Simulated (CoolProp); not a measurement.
Dimethyl carbonate at several states: density (kg/m³) from the reference equation and from simpler models built on Tc = 283.9 °C, pc = 49.09 bar, ω = 0.346; each cubic takes its own stable root.

The numbers come from the reference Helmholtz-energy equation of state, Zhou 2011 in CoolProp.

| T (°C) | p (bar) | phase | reference | van der Waals | Redlich-Kwong | Soave-Redlich-Kwong | Peng-Robinson |
|---|---|---|---|---|---|---|---|
| 14.95 | 3.6 | liquid | 1077 | 620.3 | 919.8 | 950.5 | 1069 |
| 163.25 | 0.679 | gas | 1.703 | 1.698 | 1.702 | 1.704 | 1.705 |
| 85.25 | 1.11 | liquid | 981.0 | 3.420 | 3.447 | 876.3 | 989.9 |
| 165.85 | 108 | liquid | 883.5 | ? | 760.9 | 794.3 | 896.0 |
| 31.55 | 7.94 | liquid | 1055 | ? | 902.4 | ? | 1053 |
| 10.25 | 6.74 | liquid | ? | ? | 925.2 | 954.9 | ? |

Problem. Some entries are withheld; supply them.

Solution. 
- 165.85, van der Waals: 549.6
- 31.55, van der Waals: 610.3
- 31.55, Soave-Redlich-Kwong: 935.5
- 10.25, reference: 1083
- 10.25, van der Waals: 623.9
- 10.25, Peng-Robinson: 1074

At some of these states van der Waals, Redlich-Kwong gives the other phase, because its saturation line lies elsewhere.
